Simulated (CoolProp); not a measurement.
Vapour-liquid equilibrium of R227EA (1) + isobutane (2) at 307.1 K; x and y are mole fractions of (1).

The numbers come from the multi-fluid Helmholtz-energy mixture model, Lemmon 2016 and Bücker 2006; pair parameters Bell 2016 in CoolProp.

Q: Give the bubble pressure and the first vapour's composition at x = 0.35, 0.65, 0.95. Is there an azeotrope?

A: x = 0.35: 6.976 bar, y = 0.476; x = 0.65: 7.207 bar, y = 0.622; x = 0.95: 6.294 bar, y = 0.907. y crosses x between x = 0.55 and 0.65: the model has an azeotrope there.

Pair parameters are fitted to limited data, so mixtures are less certain than the pure fluids.
